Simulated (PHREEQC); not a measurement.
**City or well water: an equilibrium model**

A made-up water analysis in mg/L, 55 °C, pH 6.32, pe 2.9:

```tsv
constituent	mg/L
Na	38.9
K	3.77
Ca	15.2
Mg	22.3
Cl	47.9
S(6) as SO4	19.1
Alkalinity as HCO3	156
Zn	0.165
Ba	0.0838
B	1.07
```

Na is adjusted to close the charge balance.
Valence states are taken as typed.

All values are PHREEQC results (ion-association model, phreeqc.dat), not measurements.

This is a speciation only: nothing precipitates in the calculation.

What specific conductance does the model give?

specific conductance 757 µS/cm.

In which forms is Ca present?

Ca+2 95 %, CaHCO3+ 2.9 %, CaSO4 1.7 % of the Ca.

Species that the database lacks are ignored. Constants without temperature data keep their 25 °C values here. The database's zinc carbonate complexes are estimates, stronger than later reviews accept.
